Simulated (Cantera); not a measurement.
A perfectly stirred reactor is fed with H2 : O2 = 0.37 : 1 (molar parts), equivalence ratio 0.18, at 0.00523 atm; it is held at 1450 K, and followed from long to short residence time.

Cantera simulation using GRI-Mech 3.0 (53 species, 325 reactions); the numbers are that mechanism's predictions, not measurements. Radical loss at walls, strong at low pressure, is not modelled. The temperature is held fixed by assumption; the heat of reaction is taken as removed at once.

What does this change do: temperature 1450 to 1275 K?


```json
[
 {"quantity": "x(H2) at τ = 3.40 s", "before": "0.00183", "after": "0.00131"},
 {"quantity": "x(O2) at τ = 3.40 s", "before": "0.677", "after": "0.681"},
 {"quantity": "x(H) at τ = 3.40 s", "before": "0.00204", "after": "0.00147"},
 {"quantity": "x(HO2) at τ = 3.40 s", "before": "1.56e-6", "after": "2.48e-6"},
 {"quantity": "x(O) at τ = 3.40 s", "before": "0.00843", "after": "0.00532"},
 {"quantity": "x(H2) at τ = 0.110 s", "before": "0.0119", "after": "0.00966"},
 {"quantity": "x(O2) at τ = 0.110 s", "before": "0.619", "after": "0.640"},
 {"quantity": "x(H) at τ = 0.110 s", "before": "0.0393", "after": "0.0331"},
 {"quantity": "x(HO2) at τ = 0.110 s", "before": "2.49e-6", "after": "3.76e-6"},
 {"quantity": "x(O) at τ = 0.110 s", "before": "0.0607", "after": "0.0422"}
]
```

What does this change do: temperature 1450 to 1125 K?


```json
[
 {"quantity": "x(H2) at τ = 3.40 s", "before": "0.00183", "after": "0.00108"},
 {"quantity": "x(O2) at τ = 3.40 s", "before": "0.677", "after": "0.684"},
 {"quantity": "x(H) at τ = 3.40 s", "before": "0.00204", "after": "0.00106"},
 {"quantity": "x(HO2) at τ = 3.40 s", "before": "1.56e-6", "after": "3.76e-6"},
 {"quantity": "x(O) at τ = 3.40 s", "before": "0.00843", "after": "0.00324"},
 {"quantity": "x(H2) at τ = 0.110 s", "before": "0.0119", "after": "0.00856"},
 {"quantity": "x(O2) at τ = 0.110 s", "before": "0.619", "after": "0.657"},
 {"quantity": "x(H) at τ = 0.110 s", "before": "0.0393", "after": "0.0264"},
 {"quantity": "x(HO2) at τ = 0.110 s", "before": "2.49e-6", "after": "5.49e-6"},
 {"quantity": "x(O) at τ = 0.110 s", "before": "0.0607", "after": "0.0268"}
]
```
